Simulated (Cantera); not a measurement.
An adiabatic, constant-pressure homogeneous reactor starts with 24.9 % H2, 15.8 % O2, 59.3 % N2, at 1775 K and 45000 Pa.

Computed with Cantera and the H2/O2 subset of GRI-Mech 3.0, which has no nitrogen chemistry.

Q: Predict: time of steepest temperature rise; temperature at 2.00 s; equilibrium temperature; x(H2) at 2.00 s; x(O2) at 2.00 s; x(HO2) at 2.00 s; x(H) at 2.00 s; x(H2O2) at 2.00 s; x(O) at 2.00 s; x(H2O) at 2.00 s.

A: 
| Property | Result |
|---|---|
| time of steepest temperature rise | 13.2 µs |
| temperature at 2.00 s | 2805 K |
| equilibrium temperature | 2805 K |
| x(H2) at 2.00 s | 0.0339 (gas-phase equilibrium 0.0339) |
| x(O2) at 2.00 s | 0.0404 (gas-phase equilibrium 0.0404) |
| x(HO2) at 2.00 s | 9.88e-6 (gas-phase equilibrium 9.88e-6) |
| x(H) at 2.00 s | 0.0231 (gas-phase equilibrium 0.0231) |
| x(H2O2) at 2.00 s | 3.50e-7 (gas-phase equilibrium 3.50e-7) |
| x(O) at 2.00 s | 0.0167 (gas-phase equilibrium 0.0167) |
| x(H2O) at 2.00 s | 0.205 (gas-phase equilibrium 0.205) |
